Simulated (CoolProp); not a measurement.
A single-stage vapour-compression cycle with fluoroethane (R161): evaporating at 203.15 K (dew point), condensing at 230.15 K (bubble point), superheat 5 K, subcooling 0 K, compressor efficiency 0.6, no pressure losses. Each further row changes one setting.

Model: reference Helmholtz-energy equation of state, Wu 2012, in CoolProp.

```csv
case,cooling COP,pressure ratio,discharge temperature (K),refrigerating effect (kJ/kg),volumetric capacity (kJ/m³)
as stated,?,4.54,300.6,411,199
evaporating temperature 208.15 K,?,?,?,415,269
condensing temperature 225.15 K,?,3.54,285.3,420,203
subcooling 5 K,4.12,4.54,300.6,420,203
superheat 15 K,3.94,4.54,?,421,194
compressor efficiency 0.5,?,4.54,?,411,199
```

### Question
What belongs in the gaps?

### Answer

- as stated, cooling COP: 4.02
- evaporating temperature 208.15 K, cooling COP: 5.17
- evaporating temperature 208.15 K, pressure ratio: 3.31
- evaporating temperature 208.15 K, discharge temperature (K): 287.0
- condensing temperature 225.15 K, cooling COP: 5.03
- superheat 15 K, discharge temperature (K): 312.3
- compressor efficiency 0.5, cooling COP: 3.35
- compressor efficiency 0.5, discharge temperature (K): 316.5
